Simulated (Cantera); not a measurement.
Mixture: 41.3 % CO, 6.61 % H2, 14.1 % O2, 38.0 % N2, at 5.00 bar, adiabatic and at constant volume. Ignition delay is the time to a rise of 400 K.

Detailed kinetics in Cantera: GRI-Mech 3.0 (53 species, 325 reactions). The hydrogen kinetics of GRI-Mech 3.0 are dated; newer H2 mechanisms differ, most at raised pressure.

Predict: delay at 975 K; delay at 1075 K; delay at 1175 K; delay at 1275 K; delay at 1375 K; delay at 1475 K; delay at 1575 K.


| Property | Value |
|---|---|
| delay at 975 K | 3.10 ms |
| delay at 1075 K | 0.211 ms |
| delay at 1175 K | 29.3 µs |
| delay at 1275 K | 11.9 µs |
| delay at 1375 K | 7.13 µs |
| delay at 1475 K | 5.02 µs |
| delay at 1575 K | 3.90 µs |
